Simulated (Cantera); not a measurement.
Input: 1 mol Cr, 4.9 mol NH3, 7.4 mol H2, equilibrated at 1150 K and 13.3 mbar.

Method: chemical equilibrium by Gibbs-energy minimisation in Cantera with the NASA 1993 tables (ideal gas, pure condensed phases). Candidate condensed phases: Cr, CrN, Cr2N; 11 gas species. Rates play no part.

Base state: H2 0.870, N2 0.130 (mole fractions); condensed: Cr2N(s).

### Question
What changes in the equilibrium state with this change: NH3 from 4.9 to 1.3 mol?

### Answer
```json
[
 {"species": "H2", "before": "0.870", "after": "0.959"},
 {"species": "N2", "before": "0.130", "after": "0.0410"},
 {"species": "Cr2N(s), mol", "before": "0.500", "after": "0.500"}
]
```

### Question
What changes in the equilibrium state with this change: temperature from 1150 K to 2075 K?

### Answer
```tsv
species	before	after
H2	0.870	0.792
N2	0.130	0.133
Cr	1.82e-9	0.0544
H	6.03e-7	0.0205
Cr2N(s), mol	0.500	0
```

### Question
What changes in the equilibrium state with this change: NH3 from 4.9 to 0.14 mol?

### Answer
```json
[
 {"species": "H2", "before": "0.870", "after": "0.991"},
 {"species": "N2", "before": "0.130", "after": "0.00911"},
 {"species": "Cr2N(s), mol", "before": "0.500", "after": "0"},
 {"species": "Cr(s), mol", "before": "0", "after": "1.00"}
]
```
